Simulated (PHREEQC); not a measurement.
Make-up at 25 °C: 16 mmol/kgw NH3 and 0.29 mmol/kgw Na2SiO3. Closed to the air; pH follows from the charge balance.

All values are PHREEQC results (ion-association model, phreeqc.dat), not measurements.

```tsv
quantity	before	after
pH	10.84	10.95
ionic strength (mol/kgw)	0.000992	0.00149
NH4+ (mol/kgw)	0.000411	0.000324
H4SiO4 (mol/kgw)	2.50e-5	3.92e-5
H2SiO4-2 (mol/kgw)	1.37e-6	3.68e-6
SI of Quartz (SiO2)	-0.62	-0.43
```

Problem. What was changed between the two runs?
A. diluted 2-fold with water
B. Na2SiO3 from 0.00029 to 0.0029 mol/kgw
C. Na2SiO3 from 0.00029 to 0.00058 mol/kgw
D. NH3 from 0.016 to 0.0032 mol/kgw
E. NH3 from 0.016 to 0.0144 mol/kgw

Solution. C, Na2SiO3 from 0.00029 to 0.00058 mol/kgw

This is a speciation only: nothing precipitates in the calculation.
